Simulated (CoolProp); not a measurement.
Vapour-liquid equilibrium of R245fa (1) + isopentane (2) at 7.55 bar; x and y are mole fractions of (1).

Computed with CoolProp (multi-fluid Helmholtz-energy mixture model, Akasaka 2015 and Lemmon 2006; pair parameters Bell 2016).

**Question.** Give the bubble temperature and the first vapour's composition at x = 0.05, 0.25, 0.95. Is there an azeotrope?

**Answer.** x = 0.05: 95.0 °C, y = 0.159; x = 0.25: 79.1 °C, y = 0.489; x = 0.95: 75.4 °C, y = 0.899. y crosses x between x = 0.65 and 0.75: the model has an azeotrope there.

Pair parameters are fitted to limited data, so mixtures are less certain than the pure fluids.
